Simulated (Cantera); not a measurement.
Feed: 1 mol SiCl₄, 2.6 mol HCl, 0.99 mol H₂, equilibrated at 1298.15 K and 0.133 bar.

Equilibrium computed with Cantera from the NASA thermochemical tables; the gas is ideal and each condensed phase is pure. Candidate condensed phases: Si; 19 gas species. The tables' values for SiCl₃ are old estimates; treat these amounts as uncertain. Equilibrium is a limit: real reactors are often held back by kinetics, nucleation or transport.

Base state: HCl 0.576, H₂ 0.207, SiCl₄ 0.206, SiCl₃ 0.00660, SiHCl₃ 0.00333, SiCl₂ 0.00126 (mole fractions); condensed: gas only.

What changes in the equilibrium state with this change: temperature from 1298.15 K to 625 K?


```
species   before    after
-------  -------  -------
HCl        0.576    0.566
SiCl₄      0.206    0.218
H₂         0.207    0.216
SiCl₃    0.00660    <1e-9
SiCl₂    0.00126    <1e-9
SiHCl₃   0.00333  4.01e-6
```
